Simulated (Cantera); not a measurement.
Feed: 1 mol TiC, 0.041 mol H₂, at 2200 °C and 1.00 bar.

Cantera equilibrium calculation (NASA polynomials, part measured and part estimated; ideal gas, pure solids and liquids). Candidate condensed phases: C, C₆H₆, C₇H₈, C₈H₁₈, Ti, TiC; 77 gas species. TiC: taken at fixed stoichiometry. The numbers say what is thermodynamically allowed, not how fast it happens.

### Question
What is the equilibrium state?

### Answer
- x(H₂) = 0.978
- x(H) = 0.0221
- x(Ti) = 3.33e-5
- x(C₂H₂ (acetylene)) = 1.27e-5
- x(CH₄) = 5.50e-6
- x(CH₃) = 2.24e-6
- n(TiC(s)) = 1.000 mol
- gas amount = 0.04146 mol
- log10 activity of C(graphite) (absent) = -1.44
- log10 activity of Ti(l) (absent) = -1.64
